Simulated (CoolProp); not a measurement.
A Linde-Hampson liquefier for dry air: isothermal reversible compression at 300 K from 1 atm to 5 MPa, throttling to 1 atm, return gas leaving the recuperator 2 K below the feed. Each further row changes one setting.

The numbers come from the reference Helmholtz-energy equation of state, Lemmon 2000 in CoolProp. It is a pseudo-pure fit of the blend.

| case | liquid yield per pass | compression work (kJ/kg of gas) |
|---|---|---|
| as stated | 0.020 | 335 |
| high pressure 10 MPa | ___ | 394 |
| warm-end temperature 330 K | 0.014 | ___ |
| warm-end gap 7 K | ___ | 335 |

Q: What belongs in the gaps?

A: 
- high pressure 10 MPa, liquid yield per pass: 0.043
- warm-end temperature 330 K, compression work (kJ/kg of gas): 369
- warm-end gap 7 K, liquid yield per pass: 0.008
